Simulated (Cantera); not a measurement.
An adiabatic, constant-volume homogeneous reactor starts with CO : H₂ : CH₄ : O₂ : N₂ : CO₂ = 1 : 0.37 : 0.15 : 0.469 : 3.56 : 0.32 (molar parts), at 1573 K and 4.90 bar. Integrator tolerance rtol = 1e-08.

Model: GRI-Mech 3.0 (53 species, 325 reactions), integrated in Cantera.

Problem. What does this change do: initial temperature 1573 to 1350 K?

Solution. 
```json
[
 {"quantity": "time of steepest temperature rise", "before": "19.6 µs", "after": "71.5 µs"},
 {"quantity": "temperature at 7.00 s", "before": "2654 K", "after": "2486 K"},
 {"quantity": "equilibrium temperature", "before": "2654 K", "after": "2486 K"},
 {"quantity": "x(CO) at 7.00 s", "before": "0.159 (gas-phase equilibrium 0.159)", "after": "0.157 (gas-phase equilibrium 0.157)"},
 {"quantity": "x(H₂) at 7.00 s", "before": "0.0227 (gas-phase equilibrium 0.0227)", "after": "0.0237 (gas-phase equilibrium 0.0237)"},
 {"quantity": "x(CH₄) at 7.00 s", "before": "2.32e-12 (gas-phase equilibrium 2.63e-12)", "after": "5.99e-12 (gas-phase equilibrium 6.62e-12)"},
 {"quantity": "x(CO₂) at 7.00 s", "before": "0.0975 (gas-phase equilibrium 0.0975)", "after": "0.100 (gas-phase equilibrium 0.100)"},
 {"quantity": "x(HO₂) at 7.00 s", "before": "2.46e-7 (gas-phase equilibrium 2.46e-7)", "after": "4.66e-8 (gas-phase equilibrium 4.66e-8)"},
 {"quantity": "x(OH) at 7.00 s", "before": "0.00252 (gas-phase equilibrium 0.00252)", "after": "0.000984 (gas-phase equilibrium 0.000984)"},
 {"quantity": "x(HCN) at 7.00 s", "before": "7.83e-8 (gas-phase equilibrium 7.83e-8)", "after": "8.97e-8 (gas-phase equilibrium 8.97e-8)"}
]
```

Problem. What does this change do: initial temperature 1573 to 1800 K?

Solution. 
| quantity | before | after |
|---|---|---|
| time of steepest temperature rise | 19.6 µs | 7.67 µs |
| temperature at 7.00 s | 2654 K | 2799 K |
| equilibrium temperature | 2654 K | 2799 K |
| x(CO) at 7.00 s | 0.159 (gas-phase equilibrium 0.159) | 0.163 (gas-phase equilibrium 0.163) |
| x(H₂) at 7.00 s | 0.0227 (gas-phase equilibrium 0.0227) | 0.0224 (gas-phase equilibrium 0.0224) |
| x(CH₄) at 7.00 s | 2.32e-12 (gas-phase equilibrium 2.63e-12) | 1.18e-12 (gas-phase equilibrium 1.38e-12) |
| x(CO₂) at 7.00 s | 0.0975 (gas-phase equilibrium 0.0975) | 0.0934 (gas-phase equilibrium 0.0934) |
| x(HO₂) at 7.00 s | 2.46e-7 (gas-phase equilibrium 2.46e-7) | 8.28e-7 (gas-phase equilibrium 8.28e-7) |
| x(OH) at 7.00 s | 0.00252 (gas-phase equilibrium 0.00252) | 0.00505 (gas-phase equilibrium 0.00505) |
| x(HCN) at 7.00 s | 7.83e-8 (gas-phase equilibrium 7.83e-8) | 7.36e-8 (gas-phase equilibrium 7.36e-8) |
